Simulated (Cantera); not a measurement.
**Thermodynamics of boron, boron nitride and boron oxide, feed B2H6 + H2O**

A closed system holds: 1 mol B2H6, 0.24 mol H2O, held at 750 Torr.

These are equilibrium values from Cantera (NASA tables, ideal gas, pure condensed phases), not measurements of a reactor. Candidate condensed phases: B, B2O3, B3O3H3, H2O; 23 gas species. The feed counts by its element totals alone. Mutual solubility and eutectic melting of coexisting phases are not modelled. The tables' values for BH2 are old estimates; treat these amounts as uncertain. Gases not in the tables: B2H6 and higher boranes. Equilibrium is a limit: real reactors are often held back by kinetics, nucleation or transport.

From 1248 K to 1698 K the condensed part is B(s) + B2O3(l). From 1848 K to 2298 K the condensed part is B(s). The main B-bearing gas is B3O3H3 at 1248 K and HBO at 2298 K. The share of B in condensed phases is highest at 1248 K (96.7 %) and lowest at 2298 K (87.7 %).

```tsv
T (K)	log p H2	log p HBO	log p H	log p B2O2	log p B3O3H3	log p BO	log p BH2	n B(s)	n B2O3(l)
1248	0.00	-3.88	-6.33	-6.54	-2.16	-8.61	-6.37	1.82	0.0577
1398	0.00	-2.96	-5.33	-4.92	-2.16	-6.80	-5.50	1.82	0.0565
1548	-0.01	-2.23	-4.51	-3.64	-2.17	-5.35	-4.80	1.81	0.0509
1698	-0.01	-1.64	-3.85	-2.59	-2.20	-4.17	-4.24	1.79	0.0241
1848	-0.03	-1.35	-3.29	-2.13	-2.85	-3.38	-3.77	1.77	0
1998	-0.03	-1.29	-2.81	-2.12	-3.97	-2.91	-3.36	1.76	0
2148	-0.03	-1.28	-2.40	-2.18	-5.01	-2.54	-3.02	1.76	0
2298	-0.03	-1.28	-2.04	-2.26	-5.96	-2.23	-2.72	1.75	0
```
log p: log10 of the partial pressure in bar; n: condensed amount in mol.
